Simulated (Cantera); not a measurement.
Input: 1 mol Ta2O5, 0.46 mol CH4, 1.1 mol H2, 8.4 mol CO, at 1750 K.

These are equilibrium values from Cantera (NASA tables, ideal gas, pure condensed phases), not measurements of a reactor. Candidate condensed phases: C, C6H6, C7H8, C8H18, H2O, Ta, TaC, Ta2O5; 113 gas species. Mutual solubility and eutectic melting of coexisting phases are not modelled. TaC: taken at fixed stoichiometry. Condensed phases not in the tables: Ta2C. Rates play no part.

Task: At 3.45 Torr, list the 5 most abundant gas species with their mole fractions, and the condensed phases.

Result: CO 0.811, H2 0.187, H 0.00148, CO2 0.000335, H2O 0.000280. Condensed: TaC(s) + Ta2O5(s).
